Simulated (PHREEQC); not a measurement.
**Leach liquor**

Dissolve 0.0011 mol H2SO4, 0.036 mol Li2SO4 and 0.3 mol MnSO4 per kg of water at 10 °C. Closed to the air; pH follows from the charge balance.

Computed with PHREEQC (ion-association model, wateq4f.dat).

```yaml
pH: 3.36
ionic_strength: 0.731 mol/kgw
activity_of_water: 0.990
total_alkalinity: -2.20 meq/kg
```

```
species  molality  activity   log γ
-------  --------  --------  ------
SO4-2       0.186    0.0339  -0.740
Mn+2        0.161    0.0370  -0.637
MnSO4       0.140     0.165   0.073
Li+        0.0624    0.0432  -0.159
LiSO4-    0.00963   0.00639  -0.178
HSO4-     0.00163   0.00105  -0.189
H+       0.000574  0.000434  -0.121
```

No solid was allowed to form. Caution: at this ionic strength the ion-association model is outside its range; a Pitzer model would be the better tool where its parameters exist. Constants without temperature data keep their 25 °C values here.
